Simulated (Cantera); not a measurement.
Cantera run, input and output.

```python
import numpy as np
import cantera as ct

gas = ct.Solution("gri30.yaml")
gas.TPX = 1225, 86000, {'C2H4': 1, 'H2': 6.6}
reactor = ct.IdealGasConstPressureReactor(gas, energy="off", clone=False)
net = ct.ReactorNet([reactor])
net.rtol, net.atol = 1e-08, 1e-18
show = ['C2H4', 'H2', 'C2H2', 'CH4', 'C2H', 'C2H6', 'CH2']
times = np.geomspace(0.0004, 3, 12)

steps = ct.SolutionArray(gas, extra=["t"])
rows = []
print(f"{'t/s':>10s}{'T/K':>9s}{'P/Pa':>11s}" + "".join(f"{s:>11s}" for s in show))
for t in times:
    while net.time < t:
        t_next = net.step()
        steps.append(gas.state, t=t_next)
    rows.append([np.interp(t, steps.t, y) for y in (steps.T, steps.P, *steps(*show).X.T)])
    print(f"{t:10.3e}{rows[-1][0]:9.1f}{rows[-1][1]:11.4g}" + "".join(f"{x:11.3e}" for x in rows[-1][2:]))
rate = np.gradient(steps.T, steps.t)
print("integrator steps:", len(steps.t))
if steps.T.max() > steps.T[0] + 200:
    print(f"time of steepest temperature rise: {steps.t[rate.argmax()]:.4e} s")
gas.TPX = 1225, 86000, {'C2H4': 1, 'H2': 6.6}
gas.equilibrate("TP")
print(f"equilibrium (TP): T = {gas.T:.1f} K  " + "  ".join(f"{s} {gas[s].X[0]:.3e}" for s in show))
```

It prints:

```
       t/s      T/K       P/Pa       C2H4         H2       C2H2        CH4        C2H       C2H6        CH2
 4.000e-04   1225.0    8.6e+04  1.316e-01  8.684e-01  1.613e-06  4.664e-11  7.354e-19  7.313e-08  9.558e-16
 9.002e-04   1225.0    8.6e+04  1.316e-01  8.684e-01  3.671e-06  5.465e-10  3.873e-18  3.763e-07  2.219e-15
 2.026e-03   1225.0    8.6e+04  1.316e-01  8.684e-01  8.496e-06  6.575e-09  2.304e-17  2.039e-06  5.722e-15
 4.559e-03   1225.0    8.6e+04  1.315e-01  8.684e-01  2.106e-05  9.927e-08  2.320e-16  1.441e-05  2.327e-14
 1.026e-02   1225.0    8.6e+04  1.312e-01  8.684e-01  9.637e-05  6.458e-06  1.534e-14  2.763e-04  3.410e-13
 2.309e-02   1225.0    8.6e+04  1.248e-01  8.672e-01  1.511e-03  1.310e-03  1.715e-12  5.132e-03  4.644e-12
 5.197e-02   1225.0    8.6e+04  1.122e-01  8.616e-01  6.068e-03  1.141e-02  8.360e-12  8.644e-03  1.062e-11
 1.170e-01   1225.0    8.6e+04  9.804e-02  8.508e-01  1.146e-02  3.208e-02  1.431e-11  7.608e-03  1.407e-11
 2.632e-01   1225.0    8.6e+04  8.284e-02  8.339e-01  1.409e-02  6.285e-02  1.488e-11  6.304e-03  1.595e-11
 5.923e-01   1225.0    8.6e+04  6.790e-02  8.112e-01  1.287e-02  1.029e-01  1.088e-11  5.049e-03  1.523e-11
 1.333e+00   1225.0    8.6e+04  5.226e-02  7.851e-01  1.013e-02  1.487e-01  6.528e-12  3.781e-03  1.226e-11
 3.000e+00   1225.0    8.6e+04  3.673e-02  7.591e-01  7.256e-03  1.943e-01  3.436e-12  2.579e-03  8.478e-12
integrator steps: 862
equilibrium (TP): T = 1225.0 K  C2H4 1.671e-03  H2 6.998e-01  C2H2 3.385e-04  CH4 2.981e-01  C2H 3.161e-14  C2H6 1.138e-04  CH2 4.962e-13
```

Model: GRI-Mech 3.0 (53 species, 325 reactions), integrated in Cantera. GRI-Mech 3.0 was tuned for natural gas; its chemistry of ethylene as a main component is partial and can be far from experiment. GRI-Mech 3.0 stops at C3 and has no aromatics, soot or wall deposition, so with more carbon than oxygen in the feed, carbon stays in small species such as C2H2 where larger ones or solid carbon would form.
